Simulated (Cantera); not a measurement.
An isothermal, constant-pressure homogeneous reactor starts with 2.85 % CO, 1.80 % O2, 0.512 % H2O, 94.8 % N2, equivalence ratio 0.79, at 1025 K and 2.00 bar.

Computed with Cantera and GRI-Mech 3.0 (53 species, 325 reactions).

x: mole fraction; the columns are a selection and need not sum to one.

```
t (s)         x CO     x O2    x H2O      x NO      x H2O2      x H2
--------  --------  -------  -------  --------  ----------  --------
0.000100    0.0285   0.0180  0.00512    <1e-12      <1e-12    <1e-12
0.000315    0.0285   0.0180  0.00512    <1e-12      <1e-12    <1e-12
0.000990    0.0285   0.0180  0.00512    <1e-12      <1e-12  6.23e-12
0.00312     0.0285   0.0180  0.00512    <1e-12      <1e-12  6.42e-11
0.00981     0.0285   0.0180  0.00512    <1e-12    4.18e-11   1.13e-9
0.0309      0.0284   0.0180  0.00512    <1e-12  (withheld)   3.42e-7
0.0972      0.0275   0.0176  0.00510  2.81e-11  (withheld)   1.66e-5
0.306       0.0239   0.0158  0.00508  3.41e-10  (withheld)   5.16e-5
0.962       0.0145   0.0111  0.00510   2.93e-9  (withheld)   5.72e-5
3.03       0.00331  0.00551  0.00516   1.20e-8  (withheld)   2.47e-5
9.53      0.000162  0.00393  0.00519   8.85e-9  (withheld)   1.26e-6
30.0       7.47e-6  0.00385  0.00520   4.92e-9    1.27e-10   5.30e-8
```

What belongs in the gaps?


- 0.0309, x H2O2: 1.78e-7
- 0.0972, x H2O2: 1.12e-6
- 0.306, x H2O2: 1.43e-6
- 0.962, x H2O2: 1.08e-6
- 3.03, x H2O2: 3.30e-7
- 9.53, x H2O2: 1.46e-8
